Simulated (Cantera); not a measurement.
A freely propagating, adiabatic, planar premixed flame of 3.99 % C₃H₈, 18.2 % O₂, 68.3 % N₂, 9.58 % CO₂, equivalence ratio 1.1, unburnt at 400 K and 0.140 bar; mixture-averaged transport, grid criteria slope 0.08 and curve 0.16, no radiation.

Cantera simulation using GRI-Mech 3.0 (53 species, 325 reactions); the numbers are that mechanism's predictions, not measurements. GRI-Mech 3.0 was tuned for natural gas; its chemistry of propane as a main component is partial and can be far from experiment. Burning velocities carry a grid error of a few per cent, more on coarse grids.

x: mole fraction of selected species; z is measured from the peak of heat release.

```
z (mm)  T (K)  u (m/s)    x C₃H₈    x O₂   x CO₂     x HO₂  x CH₄    x CH₂O
------  -----  -------  --------  ------  ------  --------  -----  --------
-6.95     400    0.680    0.0399   0.181  0.0957   2.64e-8      …   5.00e-8
-4.63     401    0.683    0.0398   0.181  0.0955   5.63e-7      …   1.70e-6
-3.47     405    0.692    0.0397   0.180  0.0953   2.55e-6      …   9.80e-6
-2.32     441    0.758    0.0393   0.176  0.0947   1.66e-5      …  0.000105
-1.16     769     1.36    0.0305   0.144  0.0940   5.45e-5      …  0.000871
-0.579   1157     2.11    0.0115   0.103  0.0970  0.000145      …   0.00130
0        1525     2.85  0.000418  0.0579   0.105  0.000113      …  0.000640
0.579    1671     3.13   5.42e-7  0.0330   0.116   1.06e-5      …   7.96e-5
1.16     1701     3.18     <1e-8  0.0237   0.125   1.74e-6      …   4.35e-6
2.32     1723     3.21     <1e-8  0.0188   0.135   1.16e-6      …   1.05e-8
4.63     1749     3.25     <1e-8  0.0169   0.140   1.02e-6  <1e-8     <1e-8
9.26     1784     3.30     <1e-8  0.0156   0.142   8.90e-7  <1e-8     <1e-8
18.5     1834     3.38     <1e-8  0.0138   0.145   7.28e-7  <1e-8     <1e-8
```

**Question.** Fill in the missing entries.

**Answer.** 
- -6.95, x CH₄: 3.13e-7
- -4.63, x CH₄: 5.72e-6
- -3.47, x CH₄: 2.43e-5
- -2.32, x CH₄: 0.000168
- -1.16, x CH₄: 0.00133
- -0.579, x CH₄: 0.00215
- 0, x CH₄: 0.00119
- 0.579, x CH₄: 0.000167
- 1.16, x CH₄: 1.13e-5
- 2.32, x CH₄: 4.45e-8
